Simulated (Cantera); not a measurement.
Mixture: 6.13 % CO, 6.74 % H2, 15.0 % O2, 56.2 % N2, 15.9 % CO2, equivalence ratio 0.43, at 7500 Torr, adiabatic and at constant pressure. Ignition delay is the time to a rise of 400 K.

Computed with Cantera and GRI-Mech 3.0 (53 species, 325 reactions). The hydrogen kinetics of GRI-Mech 3.0 are dated; newer H2 mechanisms differ, most at raised pressure. Where the delays flatten at high temperature, the 400 K rule measures the pace of heat release, not the induction time.

**Question.** Predict: delay at 1275 K; delay at 1425 K; delay at 1575 K; delay at 1725 K.

**Answer.** 
```json
{
 "delay at 1275 K": "16.5 µs",
 "delay at 1425 K": "5.01 µs",
 "delay at 1575 K": "3.53 µs",
 "delay at 1725 K": "3.39 µs"
}
```
